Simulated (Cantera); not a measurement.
What does this Cantera script print?

```python
import numpy as np
import cantera as ct

gas_names = """
    C CH CH2 CH3 CH2OH CH3O CH4 CH3OH CO CO2 COOH C2 C2H CHCO,ketyl C2H2,acetylene C2H2,vinylidene
    CH2CO,ketene C2H3,vinyl CH3CO,acetyl C2H4 C2H4O,ethylen CH3CHO,ethanal CH3COOH (HCOOH)2 C2H5 C2H6
    CH3OCH3 C2H5OH C2O C3 C3H3,propargyl C3H4,allene C3H4,propyne C3H4,cyclo- C3H5,allyl C3H6,propylene
    C3H6,cyclo- C3H6O C3H7,n-propyl C3H7,i-propyl C3H8 C3H8O,1propanol C3H8O,2propanol C3O2 C4 C4H2
    C4H4,1,3-cyclo- C4H6,butadiene C4H6,2-butyne C4H6,cyclo- C4H8,1-butene C4H8,cis2-buten
    C4H8,tr2-butene C4H8,isobutene C4H8,cyclo- (CH3COOH)2 C4H9,n-butyl C4H9,i-butyl C4H9,s-butyl
    C4H9,t-butyl C4H10,isobutane C4H10,n-butane C5 C5H6,1,3cyclo- C5H8,cyclo- C5H10,1-pentene
    C5H10,cyclo- C5H11,pentyl C5H11,t-pentyl C5H12,n-pentane C5H12,i-pentane CH3C(CH3)2CH3 C6H2
    C6H5,phenyl C6H5O,phenoxy C6H6 C6H5OH,phenol C6H10,cyclo- C6H12,1-hexene C6H12,cyclo- C6H13,n-hexyl
    C7H7,benzyl C7H8 C7H8O,cresol C7H14,1-heptene C7H15,n-heptyl C7H16,n-heptane C8H8,styrene
    C8H10,ethylbenz C8H16,1-octene C8H17,n-octyl C8H18,isooctane C8H18,n-octane C9H19,n-nonyl
    C10H8,naphthale C10H21,n-decyl C12H9,o-bipheny C12H10,bipheny H HCO HO2 H2 HCHO,formaldehy HCOOH H2O
    H2O2 O OH O2 O3 Ta TaO TaO2
""".split()
cond_names = """
    C(gr) C6H6(L) C7H8(L) C8H18(L),n-octa H2O(s) H2O(L) Ta(cr) Ta(L) TaC(s) TaC(L) Ta2O5(s) Ta2O5(L)
""".split()


def load(file, names, dense=False):
    # The tables refer to 1 bar. Condensed volumes are neglected.
    table = {s.name: s for s in ct.Species.list_from_file(file)}
    out = []
    for n in names:
        d = dict(table[n].input_data)
        d["thermo"] = dict(d["thermo"], **{"reference-pressure": 1e5})
        if dense:
            d["equation-of-state"] = {"model": "constant-volume", "density": "1e6 g/cm^3"}
        out.append(ct.Species.from_dict(d))
    return out


gas = ct.Solution(thermo="ideal-gas", species=load("nasa_gas.yaml", gas_names))
cond = {s.name: ct.Solution(thermo="fixed-stoichiometry", species=[s], name=s.name)
        for s in load("nasa_condensed.yaml", cond_names, dense=True)}
atoms = {
    'Ta2O5': {'Ta': 2, 'O': 5},
    'CO': {'C': 1, 'O': 1},
    'H2': {'H': 2},
}
top_T = {'C(gr)': 4500}  # K; cautious upper limits of use, not melting points


def equilibrate(T, P, feed):
    n = {}
    for name, mol in feed.items():
        for a, k in atoms[name].items():
            n[a] = n.get(a, 0.0) + k * mol
    gas.TPX = T, P, n
    mass = sum(n.values()) * gas.mean_molecular_weight
    gas.equilibrate("TP")
    valid = [c for c in cond.values() if c.min_temp <= T <= top_T.get(c.name, c.max_temp)]
    mix = ct.Mixture([(gas, mass / gas.mean_molecular_weight)] + [(c, 0.0) for c in valid])
    mix.T, mix.P = T, P
    mix.equilibrate("TP", solver="vcs", rtol=1e-11, max_steps=5000)
    return mix


results = []
feed = {'Ta2O5': 1, 'CO': 1.2, 'H2': 9.2}  # mol
P = 10000  # Pa
for T in [1198, 1298, 1398, 1498, 1598, 1698, 1798, 1898, 1998, 2098, 2198, 2298]:
    mix = equilibrate(T, P, feed)
    results.append((T, P, feed, dict(zip(mix.species_names, mix.species_moles))))

top = {s: max(r[3][s] / sum(r[3][g] for g in gas_names) for r in results) for s in gas_names}
cols = sorted((s for s in top if top[s] > 1e-06), key=lambda s: -top[s])[:7]
seen = [c for c in cond_names if any(r[3].get(c, 0) > 1e-12 for r in results)]
print("log10 of partial pressures in bar; condensed amounts in mol")
print(f"{'T/K':>10s}" + "".join(f"{s[:9]:>10s}" for s in cols + seen))
for T, P, feed, n in results:
    ng = sum(n[g] for g in gas_names)
    print(f"{T:10.4g}" + "".join(f"{np.log10(max(n[s] / ng * P / 1e5, 1e-99)):10.3f}" for s in cols)
          + "".join(f"{n.get(c, 0):10.4g}" for c in seen))
```

It prints:

```
log10 of partial pressures in bar; condensed amounts in mol
       T/K        H2        CO         H       H2O      TaO2       CH4       TaO    Ta(cr)    TaC(s)  Ta2O5(s)  Ta2O5(L)
      1198    -1.054    -1.940    -7.248    -4.139   -17.450    -4.332   -20.313         0 0.0009775    0.9995         0
      1298    -1.054    -1.939    -6.497    -4.037   -15.234    -5.194   -17.718         0  0.002743    0.9986         0
      1398    -1.054    -1.939    -5.852    -3.951   -13.342    -5.931   -15.501         0   0.00349    0.9983         0
      1498    -1.054    -1.939    -5.292    -3.879   -11.710    -6.567   -13.586         0  0.004116    0.9979         0
      1598    -1.054    -1.940    -4.801    -3.817   -10.289    -7.120   -11.915         0  0.004719    0.9976         0
      1698    -1.054    -1.940    -4.367    -3.764    -9.040    -7.607   -10.446         0  0.005308    0.9973         0
      1798    -1.054    -1.940    -3.981    -3.718    -7.935    -8.037    -9.144         0   0.00588    0.9971         0
      1898    -1.055    -1.941    -3.635    -3.678    -6.951    -8.420    -7.984         0  0.006429    0.9968         0
      1998    -1.056    -1.941    -3.323    -3.644    -6.070    -8.764    -6.942         0   0.00694    0.9965         0
      2098    -1.058    -1.942    -3.041    -3.622    -5.302    -9.067    -6.019         0  0.007197         0    0.9961
      2198    -1.063    -1.942    -2.786    -3.500    -4.703    -9.449    -5.386   0.01296         0         0    0.9923
      2298    -1.069    -1.945    -2.553    -3.385    -4.165    -9.810    -4.821   0.01551         0         0    0.9878
```

These are equilibrium values from Cantera (NASA tables, ideal gas, pure condensed phases), not measurements of a reactor. Mutual solubility and eutectic melting of coexisting phases are not modelled. TaC: taken at fixed stoichiometry. Condensed phases not in the tables: Ta2C, N, O or C dissolved in the metal.
